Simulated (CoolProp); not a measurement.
Vapour-liquid equilibrium of n-butane (1) + R113 (2) at 0.265 MPa; x and y are mole fractions of (1).

The numbers come from the multi-fluid Helmholtz-energy mixture model, Bücker 2006 and Marx 1992; pair parameters Bell 2016 in CoolProp.

| x | bubble temperature, mixture model (K) | bubble temperature, Raoult's law (K) | y, mixture model | y, Raoult's law |
|---|---|---|---|---|
| 0.05 | 347.3 | 348.1 | 0.177 | 0.171 |
| 0.125 | 339.7 | 341.4 | 0.377 | 0.367 |
| 0.2 | 333.4 | 335.6 | ___ | 0.512 |
| 0.275 | 328.1 | 330.5 | 0.623 | 0.621 |
| 0.35 | 323.6 | 326.0 | 0.701 | 0.705 |
| 0.425 | 319.7 | 322.0 | ___ | 0.771 |
| 0.5 | 316.4 | 318.3 | 0.809 | 0.823 |
| 0.575 | 313.5 | 315.1 | 0.849 | 0.866 |
| 0.65 | 310.9 | 312.1 | 0.882 | 0.901 |
| 0.725 | ___ | 309.3 | ___ | 0.929 |
| 0.8 | ___ | 306.8 | 0.938 | 0.953 |
| 0.875 | 304.2 | 304.5 | ___ | 0.973 |
| 0.95 | 302.2 | 302.3 | ___ | 0.990 |

Q: What belongs in the gaps?

A: 
- 0.2, y, mixture model: 0.519
- 0.425, y, mixture model: 0.761
- 0.725, bubble temperature, mixture model (K): 308.5
- 0.725, y, mixture model: 0.911
- 0.8, bubble temperature, mixture model (K): 306.3
- 0.875, y, mixture model: 0.962
- 0.95, y, mixture model: 0.985

The largest gap from Raoult's law is -2.4 K in bubble temperature, at x = 0.35. No azeotrope shows between x = 0.05 and 0.95.

Pair parameters are fitted to limited data, so mixtures are less certain than the pure fluids.
